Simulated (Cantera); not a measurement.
Feed: 1 mol SiH2Cl2, 0.18 mol C2H2, 160 mol H2, held at 270 Pa.

Cantera equilibrium calculation (NASA polynomials, part measured and part estimated; ideal gas, pure solids and liquids). Candidate condensed phases: C, C6H6, C7H8, C8H18, Si, SiC; 109 gas species. Mutual solubility and eutectic melting of coexisting phases are not modelled. Gases not in the tables: Si2H6 and higher silanes. Equilibrium is a limit: real reactors are often held back by kinetics, nucleation or transport.

What share of the Si ends up in condensed phases as a function of T (K), at 1525, 1550, 1575, 1600, 1625, 1650, 1675, 1700?


```csv
T (K),Si condensed (%),as
1525,92.7,Si(s) + SiC(s)
1550,92.5,Si(s) + SiC(s)
1575,92.2,Si(s) + SiC(s)
1600,91.8,Si(s) + SiC(s)
1625,91.2,Si(s) + SiC(s)
1650,90.3,Si(s) + SiC(s)
1675,89.0,Si(s) + SiC(s)
1700,87.3,Si(l) + SiC(s)
```
